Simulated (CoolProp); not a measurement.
Properties of oxygen along the isobar 101 kPa (Tc = -118.6 °C, pc = 5046 kPa, ω = 0.022).

Computed with CoolProp (reference Helmholtz-energy equation of state, Schmidt 1985).

```tsv
T (°C)	phase	speed of sound (m/s)	Joule-Thomson coefficient (K/MPa)	conductivity (mW/(m K))	fugacity coefficient
-184.35	liquid	[?]	-0.3171	[?]	0.8421
-162.05	gas	199.1	15.49	10.1	0.9827
-139.75	gas	219.1	[?]	12.2	0.9898
-117.45	gas	237.2	8.518	14.3	0.9935
-95.15	gas	253.9	6.744	16.3	0.9957
-72.85	gas	[?]	5.500	18.3	0.9970
-50.55	gas	[?]	[?]	[?]	0.9979
-28.25	gas	[?]	3.870	22.0	0.9985
```

Task: What belongs in the gaps?

Result: 
- -184.35, speed of sound (m/s): 915.8
- -184.35, conductivity (mW/(m K)): 153
- -139.75, Joule-Thomson coefficient (K/MPa): 11.21
- -72.85, speed of sound (m/s): 269.5
- -50.55, speed of sound (m/s): 284.2
- -50.55, Joule-Thomson coefficient (K/MPa): 4.580
- -50.55, conductivity (mW/(m K)): 20.2
- -28.25, speed of sound (m/s): 298.2

Thermal conductivity comes from a separate model (Lemmon 2004).
